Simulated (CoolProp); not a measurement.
Vapour-liquid equilibrium of acetone (1) + ethanol (2) at 27.85 °C; x and y are mole fractions of (1).

The numbers come from the multi-fluid Helmholtz-energy mixture model, Lemmon 2006 and Schroeder 2014; pair parameters Bell 2016 in CoolProp.

```json
[
 {"x": "0.05", "bubble pressure (bar)": "?", "y at the bubble point": "0.276", "dew pressure at overall composition x (bar)": "?", "liquid density (mol/L)": "16.76"},
 {"x": "0.125", "bubble pressure (bar)": "0.1587", "y at the bubble point": "0.480", "dew pressure at overall composition x (bar)": "0.1042", "liquid density (mol/L)": "?"},
 {"x": "0.2", "bubble pressure (bar)": "0.1880", "y at the bubble point": "0.590", "dew pressure at overall composition x (bar)": "0.1124", "liquid density (mol/L)": "16.13"},
 {"x": "0.275", "bubble pressure (bar)": "0.2118", "y at the bubble point": "0.661", "dew pressure at overall composition x (bar)": "0.1221", "liquid density (mol/L)": "15.82"},
 {"x": "0.35", "bubble pressure (bar)": "0.2316", "y at the bubble point": "0.712", "dew pressure at overall composition x (bar)": "0.1334", "liquid density (mol/L)": "?"},
 {"x": "0.425", "bubble pressure (bar)": "0.2486", "y at the bubble point": "0.751", "dew pressure at overall composition x (bar)": "0.1470", "liquid density (mol/L)": "15.25"},
 {"x": "0.5", "bubble pressure (bar)": "0.2636", "y at the bubble point": "0.785", "dew pressure at overall composition x (bar)": "0.1633", "liquid density (mol/L)": "14.98"},
 {"x": "0.575", "bubble pressure (bar)": "0.2772", "y at the bubble point": "0.815", "dew pressure at overall composition x (bar)": "0.1833", "liquid density (mol/L)": "14.72"},
 {"x": "0.65", "bubble pressure (bar)": "0.2901", "y at the bubble point": "0.844", "dew pressure at overall composition x (bar)": "0.2078", "liquid density (mol/L)": "14.47"},
 {"x": "0.725", "bubble pressure (bar)": "0.3025", "y at the bubble point": "?", "dew pressure at overall composition x (bar)": "0.2373", "liquid density (mol/L)": "14.24"},
 {"x": "0.8", "bubble pressure (bar)": "?", "y at the bubble point": "0.904", "dew pressure at overall composition x (bar)": "0.2705", "liquid density (mol/L)": "14.01"},
 {"x": "0.875", "bubble pressure (bar)": "0.3269", "y at the bubble point": "0.937", "dew pressure at overall composition x (bar)": "0.3033", "liquid density (mol/L)": "?"},
 {"x": "0.95", "bubble pressure (bar)": "0.3390", "y at the bubble point": "0.973", "dew pressure at overall composition x (bar)": "0.3314", "liquid density (mol/L)": "13.59"}
]
```

### Question
What belongs in the gaps?

### Answer

- 0.05, bubble pressure (bar): 0.1222
- 0.05, dew pressure at overall composition x (bar): 0.09705
- 0.125, liquid density (mol/L): 16.44
- 0.35, liquid density (mol/L): 15.53
- 0.725, y at the bubble point: 0.873
- 0.8, bubble pressure (bar): 0.3148
- 0.875, liquid density (mol/L): 13.79

No azeotrope shows between x = 0.05 and 0.95.

Pair parameters are fitted to limited data, so mixtures are less certain than the pure fluids.
